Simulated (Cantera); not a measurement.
Input: 1 mol Pb, 0.3 mol CO, 0.56 mol H2, equilibrated at 675 °C and 1.10 bar.

Method: chemical equilibrium by Gibbs-energy minimisation in Cantera with the NASA 1993 tables (ideal gas, pure condensed phases). Candidate condensed phases: C, C6H6, C7H8, C8H18, H2O, Pb, PbO, PbO2, Pb3O4; 113 gas species. Kinetics and transport are ignored.

Base state: H2 0.572, CO 0.186, H2O 0.113, CO2 0.0667, CH4 0.0616 (mole fractions); condensed: C(graphite) + Pb(l).

What changes in the equilibrium state with this change: H2 from 0.56 to 61 mol?


| species | before | after |
|---|---|---|
| H2 | 0.572 | 0.990 |
| CH4 | 0.0616 | 0.00482 |
| H2O | 0.113 | 0.00482 |
| CO | 0.186 | 0.000120 |
| CO2 | 0.0667 | 1.05e-6 |
| C(graphite), mol | 0.0820 | 0 |
| Pb(l), mol | 1.000 | 1.000 |

What changes in the equilibrium state with this change: pressure from 1.10 bar to 46.0 Pa?


```csv
species,before,after
H2,0.572,0.644
CO,0.186,0.345
Pb,4.37e-6,0.0105
H2O,0.113,9.88e-5
CH4,0.0616,3.27e-5
CO2,0.0667,9.56e-5
"C(graphite), mol",0.0820,0.000140
"Pb(l), mol",1.000,0.991
```
